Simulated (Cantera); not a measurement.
Feed: 1 mol C2H5OH, 0.41 mol CO2, 1.6 mol H2, held at 6.40 bar.

Equilibrium computed with Cantera from the NASA thermochemical tables; the gas is ideal and each condensed phase is pure. Candidate condensed phases: C, C6H6, C7H8, C8H18, H2O; 110 gas species. The numbers say what is thermodynamically allowed, not how fast it happens.

Task: At 1152 °C, list the 4 most abundant gas species with their mole fractions, and the condensed phases.

Result: H2 0.701, CO 0.283, CH4 0.0118, H2O 0.00385. Condensed: C(graphite).
